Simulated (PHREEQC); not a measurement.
**Brine (model solution)**

Consider water at 20 °C with 1.4 mol/kgw K2CO3, 0.012 mol/kgw H3BO3 and 0.00019 mol/kgw H4SiO4. Closed to the air; pH follows from the charge balance.

Equilibrium calculation in PHREEQC: Pitzer model, pitzer.dat.

Each row changes one thing in this solution. No solid was allowed to form.

```json
[
 {"case": "as made", "pH": "11.77", "ionic strength (mol/kgw)": "4.18", "H3SiO4- (mol/kgw)": "0.000128", "B(OH)3 (mol/kgw)": "4.42e-5", "H4SiO4 (mol/kgw)": "6.06e-7", "B3O3(OH)4- (mol/kgw)": "8.35e-10", "SI of SiO2(a) (SiO2)": "-3.38"},
 {"case": "K2CO3 left out", "pH": "5.58", "ionic strength (mol/kgw)": "2.65e-6", "H3SiO4- (mol/kgw)": "8.86e-9", "B(OH)3 (mol/kgw)": "0.0120", "H4SiO4 (mol/kgw)": "0.000190", "B3O3(OH)4- (mol/kgw)": "1.95e-8", "SI of SiO2(a) (SiO2)": "-1.02"},
 {"case": "temperature from 20 to 90 °C", "pH": "11.01", "ionic strength (mol/kgw)": "4.16", "H3SiO4- (mol/kgw)": "4.44e-5", "B(OH)3 (mol/kgw)": "0.000219", "H4SiO4 (mol/kgw)": "1.87e-7", "B3O3(OH)4- (mol/kgw)": "2.12e-8", "SI of SiO2(a) (SiO2)": "-4.37"},
 {"case": "diluted 2-fold with water", "pH": "11.65", "ionic strength (mol/kgw)": "2.09", "H3SiO4- (mol/kgw)": "7.64e-5", "B(OH)3 (mol/kgw)": "1.94e-5", "H4SiO4 (mol/kgw)": "5.90e-7", "B3O3(OH)4- (mol/kgw)": "9.93e-11", "SI of SiO2(a) (SiO2)": "-3.46"},
 {"case": "0.48 mol/kgw Na2CO3 added", "pH": "11.87", "ionic strength (mol/kgw)": "5.62", "H3SiO4- (mol/kgw)": "0.000108", "B(OH)3 (mol/kgw)": "3.69e-5", "H4SiO4 (mol/kgw)": "3.24e-7", "B3O3(OH)4- (mol/kgw)": "5.26e-10", "SI of SiO2(a) (SiO2)": "-3.59"},
 {"case": "H4SiO4 from 0.00019 to 0.000171 mol/kgw", "pH": "11.77", "ionic strength (mol/kgw)": "4.18", "H3SiO4- (mol/kgw)": "0.000115", "B(OH)3 (mol/kgw)": "4.42e-5", "H4SiO4 (mol/kgw)": "5.45e-7", "B3O3(OH)4- (mol/kgw)": "8.33e-10", "SI of SiO2(a) (SiO2)": "-3.43"},
 {"case": "H4SiO4 from 0.00019 to 0.00095 mol/kgw", "pH": "11.75", "ionic strength (mol/kgw)": "4.18", "H3SiO4- (mol/kgw)": "0.000651", "B(OH)3 (mol/kgw)": "4.67e-5", "H4SiO4 (mol/kgw)": "3.26e-6", "B3O3(OH)4- (mol/kgw)": "9.32e-10", "SI of SiO2(a) (SiO2)": "-2.65"},
 {"case": "temperature from 20 to 80 °C", "pH": "11.10", "ionic strength (mol/kgw)": "4.16", "H3SiO4- (mol/kgw)": "5.10e-5", "B(OH)3 (mol/kgw)": "0.000186", "H4SiO4 (mol/kgw)": "2.14e-7", "B3O3(OH)4- (mol/kgw)": "1.52e-8", "SI of SiO2(a) (SiO2)": "-4.26"}
]
```

Species that the database lacks are ignored. In brines, pH and single-ion activities rest on the MacInnes convention. At this temperature some constants are extrapolated from 25 °C, and those without enthalpy data are left unchanged.
